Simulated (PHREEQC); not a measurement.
2.9 g of hydrous ferric oxide (600 m²/g; 0.2 weak and 0.005 strong sites per Fe, Dzombak-Morel constants, diffuse double layer) in 1 kg of water with 0.005 mol/kgw of an inert sodium salt and 0.1 mmol/kgw PbCl2 and 16 mmol/kgw ZnSO4, at 25 °C; the pH is set by adding NaOH or the inert anion's acid. O2 is buffered at 0.21 atm. No CO2 enters from the air. No solid was allowed to form.

The series has 13 steps of pH, from 3 to 9.

Equilibrium calculation in PHREEQC: ion-association model, wateq4f.dat.

Near which pH is half of the Pb sorbed, and on which side is more sorbed?

Near pH 3.6, with more sorbed at higher pH.

Along this series the solution becomes supersaturated in solids that the run did not let form, among them Zn(OH)2-e, Zn4(OH)6SO4, Zn5(OH)8Cl2, Anglesite, Larnakite. The oxide is taken as insoluble; below pH 4 it would dissolve.
